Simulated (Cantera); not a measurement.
What does this Cantera script print?

```python
import numpy as np
import cantera as ct

gas_names = """
    CL CL2 H HCL H2 Si SiCL SiCL2 SiCL3 SiCL4 SiH SiHCL3 SiH2 SiH2CL2 SiH3 SiH3CL SiH4 Si2 Si3
""".split()
cond_names = """
    Si(cr) Si(L)
""".split()


# ... load() reads the species with a 1 bar reference pressure and builds the phases ...
atoms = {
    'SiH4': {'Si': 1, 'H': 4},
    'HCl': {'H': 1, 'CL': 1},
    'H2': {'H': 2},
}
top_T = {}  # K; cautious upper limits of use, not melting points


# ... equilibrate(T, P, feed) seeds the gas with the atoms and calls Mixture.equilibrate('TP', solver="vcs", rtol=1e-11, max_steps=5000) ...
results = []
feed = {'SiH4': 1, 'HCl': 0.18, 'H2': 30}  # mol
P = 630  # Pa
for T in [975, 1075, 1175, 1275, 1375, 1475, 1575, 1675, 1775, 1875, 1975, 2075]:
    mix = equilibrate(T, P, feed)
    results.append((T, P, feed, dict(zip(mix.species_names, mix.species_moles))))

top = {s: max(r[3][s] / sum(r[3][g] for g in gas_names) for r in results) for s in gas_names}
cols = sorted((s for s in top if top[s] > 0.001), key=lambda s: -top[s])[:9]
seen = [c for c in cond_names if any(r[3].get(c, 0) > 1e-12 for r in results)]
print("log10 of partial pressures in bar; condensed amounts in mol")
print(f"{'T/K':>10s}" + "".join(f"{s[:9]:>10s}" for s in cols + seen))
for T, P, feed, n in results:
    ng = sum(n[g] for g in gas_names)
    print(f"{T:10.4g}" + "".join(f"{np.log10(max(n[s] / ng * P / 1e5, 1e-99)):10.3f}" for s in cols)
          + "".join(f"{n.get(c, 0):10.4g}" for c in seen))
```

Result:

```
log10 of partial pressures in bar; condensed amounts in mol
       T/K        H2         H        Si       HCL    Si(cr)     Si(L)
       975    -2.203   -10.043   -16.351    -4.492    0.9949         0
      1075    -2.203    -8.935   -14.120    -4.465    0.9977         0
      1175    -2.203    -8.013   -12.271    -4.464    0.9977         0
      1275    -2.203    -7.234   -10.715    -4.465    0.9975         0
      1375    -2.203    -6.567    -9.387    -4.467    0.9972         0
      1475    -2.203    -5.989    -8.240    -4.468    0.9969         0
      1575    -2.203    -5.483    -7.241    -4.469    0.9963         0
      1675    -2.204    -5.037    -6.363    -4.471    0.9935         0
      1775    -2.205    -4.641    -5.659    -4.471         0    0.9832
      1875    -2.207    -4.287    -5.043    -4.474         0    0.9438
      1975    -2.213    -3.970    -4.490    -4.482         0    0.8112
      2075    -2.225    -3.687    -3.992    -4.500         0    0.4089
```

Method: chemical equilibrium by Gibbs-energy minimisation in Cantera with the NASA 1993 tables (ideal gas, pure condensed phases). The tables' values for SiCl are old estimates; treat these amounts as uncertain. Gases not in the tables: Si2H6 and higher silanes.
